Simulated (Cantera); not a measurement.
Input: 1 mol Si, 0.33 mol NH3, 6.7 mol H2, equilibrated at 1130 Torr.

These are equilibrium values from Cantera (NASA tables, ideal gas, pure condensed phases), not measurements of a reactor. Candidate condensed phases: Si, Si3N4; 18 gas species. Mutual solubility and eutectic melting of coexisting phases are not modelled. Gases not in the tables: Si2H6 and higher silanes. The numbers say what is thermodynamically allowed, not how fast it happens.

x: gas mole fraction; n: condensed amount in mol.

```tsv
T (K)	x H2	x N2	x H	x SiH2	x SiH	n Si(s)	n Si3N4(s)	n Si(l)
750	1.00	<1e-12	<1e-12	<1e-12	<1e-12	0.752	0.0825	0
850	1.00	<1e-12	1.67e-11	<1e-12	<1e-12	0.752	0.0825	0
950	1.000	1.03e-12	[?]	[?]	<1e-12	0.752	0.0825	0
1050	1.000	9.22e-11	6.62e-9	3.74e-10	<1e-12	0.752	0.0825	0
1150	1.000	3.76e-9	6.09e-8	4.15e-9	3.39e-12	0.752	0.0825	0
1250	1.000	8.42e-8	3.95e-7	3.13e-8	7.48e-11	0.752	0.0825	0
1350	1.000	[?]	[?]	[?]	[?]	0.753	0.0825	0
1450	1.000	1.14e-5	7.72e-6	7.69e-7	9.98e-9	0.753	0.0825	0
1550	1.000	8.18e-5	2.57e-5	2.79e-6	7.13e-8	0.753	0.0822	0
1650	0.999	0.000460	7.42e-5	8.65e-6	3.99e-7	0.757	0.0808	0
1750	0.997	0.00253	0.000190	2.08e-5	1.62e-6	0	0.0734	0.780
1850	0.987	0.0130	0.000437	4.16e-5	5.19e-6	0	0.0352	0.894
```

Task: What belongs in the gaps?

Result: 
- 1350, x N2: 1.18e-6
- 1350, x H: 1.95e-6
- 1350, x SiH2: 1.75e-7
- 1350, x SiH: 1.04e-9
- 950, x H: 4.54e-10
- 950, x SiH2: 2.03e-11
